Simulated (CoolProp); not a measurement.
R1234ze(Z) along the isotherm 440 K: density (kg/m³) from the reference equation and from simpler models built on Tc = 423.3 K, pc = 3.531 MPa, ω = 0.327; each cubic takes its own stable root.

Values from CoolProp's reference Helmholtz-energy equation of state, Akasaka 2019.

| p (MPa) | phase | reference |
|---|---|---|
| 0.0558 | gas | 1.749 |
| 0.115 | gas | 3.624 |
| 0.235 | gas | 7.491 |
| 0.483 | gas | 15.78 |
| 0.993 | gas | 34.28 |
| 2.04 | gas | 80.87 |
| 4.19 | supercritical | 304.6 |
| 8.6 | supercritical | 788.7 |
| 17.7 | supercritical | 926.2 |

Question: How far does each simpler model (ideal gas, van der Waals, Redlich-Kwong, Soave-Redlich-Kwong, Peng-Robinson) lie from the reference over these 9 states: mean and median of the absolute difference, and the worst?

Answer: 
- ideal gas: mean 22.6 %, median 9.7 %, worst -66.0 % at 440 K and 8.6 MPa
- van der Waals: mean 9.3 %, median 1.7 %, worst -33.2 % at 440 K and 17.7 MPa
- Redlich-Kwong: mean 4.4 %, median 0.7 %, worst -19.0 % at 440 K and 8.6 MPa
- Soave-Redlich-Kwong: mean 5.8 %, median 1.0 %, worst -20.9 % at 440 K and 8.6 MPa
- Peng-Robinson: mean 2.8 %, median 0.1 %, worst -12.7 % at 440 K and 8.6 MPa
